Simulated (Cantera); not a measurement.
What does this Cantera script print?

```python
import numpy as np
import cantera as ct

gas = ct.Solution("gri30.yaml")
gas.TPX = 1575, 500000, {'CH4': 1, 'O2': 3.77, 'N2': 14.2}
reactor = ct.IdealGasReactor(gas, energy="on", clone=False)
net = ct.ReactorNet([reactor])
net.rtol, net.atol = 1e-08, 1e-16
show = ['CH4', 'O2', 'C2H2', 'CO', 'NO']
times = np.geomspace(9e-06, 1, 13)

steps = ct.SolutionArray(gas, extra=["t"])
rows = []
print(f"{'t/s':>10s}{'T/K':>9s}{'P/Pa':>11s}" + "".join(f"{s:>11s}" for s in show))
for t in times:
    while net.time < t:
        t_next = net.step()
        steps.append(gas.state, t=t_next)
    rows.append([np.interp(t, steps.t, y) for y in (steps.T, steps.P, *steps(*show).X.T)])
    print(f"{t:10.3e}{rows[-1][0]:9.1f}{rows[-1][1]:11.4g}" + "".join(f"{x:11.3e}" for x in rows[-1][2:]))
rate = np.gradient(steps.T, steps.t)
print("integrator steps:", len(steps.t))
if steps.T.max() > steps.T[0] + 200:
    print(f"time of steepest temperature rise: {steps.t[rate.argmax()]:.4e} s")
gas.TPX = 1575, 500000, {'CH4': 1, 'O2': 3.77, 'N2': 14.2}
gas.equilibrate("UV")
print(f"equilibrium (UV): T = {gas.T:.1f} K  " + "  ".join(f"{s} {gas[s].X[0]:.3e}" for s in show))
```

Result:

```
       t/s      T/K       P/Pa        CH4         O2       C2H2         CO         NO
 9.000e-06   1574.9      5e+05  5.270e-02  1.987e-01  1.395e-12  2.651e-08  6.266e-14
 2.370e-05   1575.0      5e+05  5.261e-02  1.987e-01  1.608e-10  9.392e-07  4.529e-13
 6.240e-05   1578.9  5.013e+05  5.169e-02  1.981e-01  4.507e-08  7.074e-05  6.010e-12
 1.643e-04   2753.5  8.835e+05  3.881e-17  9.047e-02  1.310e-20  6.416e-03  1.115e-03
 4.327e-04   2740.8   8.79e+05  3.573e-17  8.710e-02  1.105e-20  6.221e-03  8.213e-03
 1.139e-03   2725.6  8.737e+05  3.232e-17  8.315e-02  9.002e-21  5.999e-03  1.652e-02
 3.000e-03   2719.8  8.717e+05  3.108e-17  8.167e-02  8.315e-21  5.917e-03  1.963e-02
 7.900e-03   2719.6  8.716e+05  3.104e-17  8.161e-02  8.289e-21  5.914e-03  1.975e-02
 2.080e-02   2719.6  8.716e+05  3.104e-17  8.161e-02  8.289e-21  5.914e-03  1.975e-02
 5.477e-02   2719.6  8.716e+05  3.104e-17  8.161e-02  8.289e-21  5.914e-03  1.975e-02
 1.442e-01   2719.6  8.716e+05  3.104e-17  8.161e-02  8.289e-21  5.914e-03  1.975e-02
 3.798e-01   2719.6  8.716e+05  3.104e-17  8.161e-02  8.289e-21  5.914e-03  1.975e-02
 1.000e+00   2719.6  8.716e+05  3.104e-17  8.161e-02  8.289e-21  5.914e-03  1.975e-02
integrator steps: 1784
time of steepest temperature rise: 1.2974e-04 s
equilibrium (UV): T = 2719.6 K  CH4 4.413e-17  O2 8.161e-02  C2H2 9.273e-21  CO 5.914e-03  NO 1.975e-02
```

Computed with Cantera and GRI-Mech 3.0 (53 species, 325 reactions).
